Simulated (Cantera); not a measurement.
Cantera run:

```python
import numpy as np
import cantera as ct

gas_names = [...]  # 151 gases of nasa_gas.yaml made of C, H, N, O, Si
cond_names = """
    C(gr) C6H6(L) C7H8(L) C8H18(L),n-octa H2O(s) H2O(L) Si(cr) Si(L) SiC(b) SiO2(Lqz) SiO2(hqz) SiO2(L)
    Si2N2O(s) Si3N4(a)
""".split()


# ... load() reads the species with a 1 bar reference pressure and builds the phases ...
atoms = {
    'SiC': {'Si': 1, 'C': 1},
    'N2O': {'N': 2, 'O': 1},
    'H2': {'H': 2},
    'O2': {'O': 2},
}
top_T = {'C(gr)': 4500, 'SiC(b)': 3050, 'Si2N2O(s)': 2100, 'Si3N4(a)': 2400}  # K; cautious upper limits of use, not melting points


# ... equilibrate(T, P, feed) seeds the gas with the atoms and calls Mixture.equilibrate('TP', solver="vcs", rtol=1e-11, max_steps=5000) ...
results = []
feed = {'SiC': 1, 'N2O': 0.5, 'H2': 950, 'O2': 0.79}  # mol
P = 9.8  # Pa
for T in [1325, 1400, 1475, 1550, 1625, 1700, 1775, 1850, 1925, 2000, 2075]:
    mix = equilibrate(T, P, feed)
    results.append((T, P, feed, dict(zip(mix.species_names, mix.species_moles))))
    x = sorted(zip(gas.X, gas.species_names), reverse=True)
    print(f"T = {T:g} K  P = {P:g} Pa  gas = {mix.phase_moles(0):.4g} mol")
    print("   x: " + "  ".join(f"{s} {v:.3e}" for v, s in x if v > 0.0001))
    print("   condensed (mol): " + ("  ".join(f"{mix.phase(i).name} {mix.phase_moles(i):.4g}"
          for i in range(1, mix.n_phases) if mix.phase_moles(i) > 1e-12) or "none"))
```

Result:

```
T = 1325 K  P = 9.8 Pa  gas = 952.6 mol
   x: H2 9.972e-01  CO 1.050e-03  SiO 1.020e-03  N2 5.249e-04  H 1.650e-04
   condensed (mol): SiO2(hqz) 0.02819
T = 1400 K  P = 9.8 Pa  gas = 952.7 mol
   x: H2 9.968e-01  SiO 1.050e-03  CO 1.050e-03  N2 5.248e-04  H 4.906e-04
   condensed (mol): none
T = 1475 K  P = 9.8 Pa  gas = 953.1 mol
   x: H2 9.960e-01  H 1.308e-03  SiO 1.049e-03  CO 1.049e-03  N2 5.246e-04
   condensed (mol): none
T = 1550 K  P = 9.8 Pa  gas = 954 mol
   x: H2 9.941e-01  H 3.172e-03  SiO 1.048e-03  CO 1.048e-03  N2 5.241e-04
   condensed (mol): none
T = 1625 K  P = 9.8 Pa  gas = 955.9 mol
   x: H2 9.902e-01  H 7.092e-03  SiO 1.046e-03  CO 1.046e-03  N2 5.231e-04
   condensed (mol): none
T = 1700 K  P = 9.8 Pa  gas = 959.6 mol
   x: H2 9.826e-01  H 1.475e-02  SiO 1.042e-03  CO 1.042e-03  N2 5.211e-04
   condensed (mol): none
T = 1775 K  P = 9.8 Pa  gas = 966.4 mol
   x: H2 9.686e-01  H 2.877e-02  CO 1.035e-03  SiO 1.035e-03  N2 5.174e-04
   condensed (mol): none
T = 1850 K  P = 9.8 Pa  gas = 978.4 mol
   x: H2 9.445e-01  H 5.289e-02  CO 1.022e-03  SiO 1.022e-03  N2 5.111e-04
   condensed (mol): none
T = 1925 K  P = 9.8 Pa  gas = 998.4 mol
   x: H2 9.055e-01  H 9.190e-02  CO 1.002e-03  SiO 1.001e-03  N2 5.008e-04
   condensed (mol): none
T = 2000 K  P = 9.8 Pa  gas = 1030 mol
   x: H2 8.464e-01  H 1.511e-01  CO 9.705e-04  SiO 9.702e-04  N2 4.853e-04
   condensed (mol): none
T = 2075 K  P = 9.8 Pa  gas = 1079 mol
   x: H2 7.626e-01  H 2.350e-01  CO 9.265e-04  SiO 9.259e-04  N2 4.633e-04
   condensed (mol): none
```

Cantera equilibrium calculation (NASA polynomials, part measured and part estimated; ideal gas, pure solids and liquids). The tables hold silica as quartz up to 1696 K and as liquid above; real silica turns to tridymite and cristobalite and melts near 1996 K.
